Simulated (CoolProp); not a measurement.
A simple Rankine cycle with R11: condensing at 309.15 K, boiler at 0.486 MPa, turbine inlet 365.1 K, turbine efficiency 0.7, pump efficiency 0.7, no recuperator. Each further row changes one setting.

Values from CoolProp's reference Helmholtz-energy equation of state, Jacobsen 1992.

| case | thermal efficiency (%) | net work (kJ/kg) | heat in (kJ/kg) | turbine exit temperature (K) | volume ratio over the turbine |
|---|---|---|---|---|---|
| as stated | (withheld) | 15.3 | 207 | 332.7 | 3.06 |
| turbine inlet 385.1 K | (withheld) | 16.4 | 220 | (withheld) | (withheld) |
| condensing temperature 301.15 K | 8.8 | (withheld) | 214 | (withheld) | 3.94 |
| boiler pressure 0.34 MPa | 5.3 | 11.0 | (withheld) | 343.3 | 2.15 |
| turbine efficiency 0.6 | 6.3 | 13.1 | 207 | 336.3 | 3.10 |

Q: Some entries are withheld; supply them.

A: 
- as stated, thermal efficiency (%): 7.4
- turbine inlet 385.1 K, thermal efficiency (%): 7.5
- turbine inlet 385.1 K, turbine exit temperature (K): 352.5
- turbine inlet 385.1 K, volume ratio over the turbine: 3.04
- condensing temperature 301.15 K, net work (kJ/kg): 18.8
- condensing temperature 301.15 K, turbine exit temperature (K): 326.1
- boiler pressure 0.34 MPa, heat in (kJ/kg): 209
